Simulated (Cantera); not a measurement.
Charge: 1 mol Si3N4, 0.0017 mol H2O, 260 mol N2.

Cantera equilibrium calculation (NASA polynomials, part measured and part estimated; ideal gas, pure solids and liquids). Candidate condensed phases: H2O, Si, SiO2, Si2N2O, Si3N4; 35 gas species. Mutual solubility and eutectic melting of coexisting phases are not modelled. The numbers say what is thermodynamically allowed, not how fast it happens.

Problem. What condenses at these points (T in K, P in Pa): (1325, 0.10); (1525, 0.10); (975, 13); (1575, 2.5); (1475, 7900); (1175, 1600)?

Solution. 
| T (K) | P in Pa | condensed phases | Si condensed (%) |
|---|---|---|---|
| 1325 | 0.10 | Si3N4 | 99.1 |
| 1525 | 0.10 | gas only | 0.0 |
| 975 | 13 | Si2N2O + Si3N4 | 100.0 |
| 1575 | 2.5 | Si | 79.3 |
| 1475 | 7900 | Si2N2O + Si3N4 | 100.0 |
| 1175 | 1600 | Si2N2O + Si3N4 | 100.0 |
